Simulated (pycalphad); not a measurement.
An equivalent pycalphad script:

```python
from pycalphad import Database, equilibrium, calculate, variables as v
import numpy as np
db = Database('COST507.tdb')
comps = ['MG', 'SI', 'VA']
phases = ['DIAMOND_A4', 'HCP_A3', 'LIQUID', 'MG2SI']
eq = equilibrium(db, comps, phases, {v.X('SI'): 0.0056, v.T: np.arange(1650, 349, -50), v.P: 101325, v.N: 1}, output=['HM', 'SM'])
```

Source of the numbers: pycalphad with the COST 507 light-alloy database (1999); pressure 1 atm. No gas phase is included, though pure Mg would boil below 1650 K. The data set is of 1999 and partly superseded. Phase fractions are per mole of atoms. Diffusion is slow at the low end, where real alloys seldom reach equilibrium.

Results at three of the temperatures:

```
T = 1350.00 K, P = 101325 Pa, N = 1 mol of atoms
G = -76008 J/mol, H = 40759 J/mol, S = 86.49 J/(mol K)  (SER reference)
chemical potentials (J/mol): Mg -75662, Si -137398
phase             fraction      x(Mg)      x(Si)
LIQUID              1.0000     0.9944     0.0056
```

```
T = 1200.00 K, P = 101325 Pa, N = 1 mol of atoms
G = -63331 J/mol, H = 35619 J/mol, S = 82.46 J/(mol K)  (SER reference)
chemical potentials (J/mol): Mg -63011, Si -120161
phase             fraction      x(Mg)      x(Si)
LIQUID              1.0000     0.9944     0.0056
```

```
T = 1100.00 K, P = 101325 Pa, N = 1 mol of atoms
G = -55232 J/mol, H = 32192 J/mol, S = 79.48 J/(mol K)  (SER reference)
chemical potentials (J/mol): Mg -54929, Si -108947
phase             fraction      x(Mg)      x(Si)
LIQUID              1.0000     0.9944     0.0056
```

Changes of the phase set, refined by bisection:

```
T (K)     phases above     phases below
-----  ---------------  ---------------
918.2           LIQUID  HCP_A3 + LIQUID
911.9  HCP_A3 + LIQUID   HCP_A3 + MG2SI
```

Database names, with the compositions (at.%) that they take in these runs: MG2SI: Mg 67 Si 33. HCP_A3 is hcp.
